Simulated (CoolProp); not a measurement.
Vapour-liquid equilibrium of n-hexane (1) + o-xylene (2) at 343.3 K; x and y are mole fractions of (1).

Model: multi-fluid Helmholtz-energy mixture model, Thol 2019 and Zhou 2012; pair parameters Bell 2016, in CoolProp.

Q: Give the bubble pressure and the first vapour's composition at x = 0.125, 0.5, 0.875. Is there an azeotrope?

A: x = 0.125: 0.02320 MPa, y = 0.674; x = 0.5: 0.06068 MPa, y = 0.922; x = 0.875: 0.09408 MPa, y = 0.985. No azeotrope shows between x = 0.05 and 0.95.

Pair parameters are fitted to limited data, so mixtures are less certain than the pure fluids.
